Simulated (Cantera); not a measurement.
An isothermal, constant-pressure homogeneous reactor starts with H2 : O2 : N2 = 1 : 1 : 1.6 (molar parts), at 848 K and 128 Torr. Integrator tolerance rtol = 1e-08.

Cantera simulation using GRI-Mech 3.0 (53 species, 325 reactions); the numbers are that mechanism's predictions, not measurements. Below about 950 K walls govern HO2 and H2O2 in real vessels. The temperature is held fixed by assumption; the heat of reaction is taken as removed at once.

### Question
What does this change do: H2 1 to 2.8 parts?

### Answer
| quantity | before | after |
|---|---|---|
| x(H2) at 1.00 s | 0.119 (gas-phase equilibrium <1e-12) | 0.302 (gas-phase equilibrium 0.182) |
| x(O2) at 1.00 s | 0.211 (gas-phase equilibrium 0.161) | 0.0662 (gas-phase equilibrium <1e-12) |
| x(HO2) at 1.00 s | 1.33e-5 (gas-phase equilibrium 5.02e-11) | 9.38e-6 (gas-phase equilibrium <1e-12) |
| x(H2O) at 1.00 s | 0.185 (gas-phase equilibrium 0.323) | 0.292 (gas-phase equilibrium 0.455) |
| x(H2O2) at 1.00 s | 0.000183 (gas-phase equilibrium 1.53e-11) | 9.35e-5 (gas-phase equilibrium <1e-12) |
